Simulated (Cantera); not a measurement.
An isothermal plug-flow reactor at 1000 K and 500000 Pa (inlet), inlet velocity 1.8 m/s, active area per volume 4200 1/m; feed 1.47 % H₂, 11.6 % O₂, 83.2 % N₂, 3.79 % H₂O, equivalence ratio 0.064.

Model: Deutschmann's 1995 Pt surface mechanism with GRI-Mech 3.0 gas chemistry, integrated in Cantera. Catalytic surfaces can have several steady states; this one follows from the mechanism file's or the stated starting coverage. Mass transfer to the wall is taken as infinitely fast.

x: gas mole fraction; θ: surface coverage.

```tsv
z (m)	x H₂	x O₂	x H₂O	θ free Pt	θ O*	θ OH*
3.8e-05	[?]	0.112	0.0458	0.179	0.813	0.00853
6.8e-05	[?]	0.111	0.0484	0.153	0.838	0.00813
0.00012	[?]	0.110	0.0506	0.135	0.857	0.00780
0.00022	[?]	0.110	0.0523	0.124	0.869	0.00758
0.00038	[?]	0.109	0.0529	0.120	0.873	0.00750
0.00068	[?]	0.109	0.0530	0.119	0.873	0.00748
0.0012	[?]	0.109	0.0530	0.119	0.873	0.00748
0.0022	1.22e-10	0.109	0.0530	0.119	0.873	0.00748
0.0038	1.21e-10	0.109	0.0530	0.119	0.873	0.00748
```

Q: What belongs in the gaps?

A: 
- 3.8e-05, x H₂: 0.00706
- 6.8e-05, x H₂: 0.00455
- 0.00012, x H₂: 0.00234
- 0.00022, x H₂: 0.000744
- 0.00038, x H₂: 0.000130
- 0.00068, x H₂: 5.25e-6
- 0.0012, x H₂: 2.04e-8
